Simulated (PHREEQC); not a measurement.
Dissolve 0.006 mol/kgw BaCl2, 0.00067 mol/kgw CO2 and 0.013 mol/kgw KCl at 20 °C. Closed to the air; pH follows from the charge balance.

Equilibrium calculation in PHREEQC: ion-association model, wateq4f.dat.

Task: The ionic strength comes out as 0.0310 mol/kgw. What activity coefficients do H+, HCO3-, Cl-, Ba+2, K+ get?

Result: H+ 0.87, HCO3- 0.86, Cl- 0.84, Ba+2 0.53, K+ 0.84.

This is a speciation only: nothing precipitates in the calculation. Complexes and solids missing from the database can't appear.
